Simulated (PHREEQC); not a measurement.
Solution (25 °C): 13 mmol/kgw FeCl3, 8.6 mmol/kgw MgSO4, 0.033 mmol/kgw HCl and 0.041 mmol/kgw NaCl. Closed to the air; pH follows from the charge balance.

Computed with PHREEQC (ion-association model, wateq4f.dat).

Precipitation was switched off in this run.

Q: Predict the pH.

A: pH 2.48.

Q: In which forms is Cl present?

A: Cl- 97 %, FeCl+2 2.6 % of the Cl.

Examples of supersaturated solids here: Hematite (slow to form), Goethite (slow to form). Others may be too. Species that the database lacks are ignored.
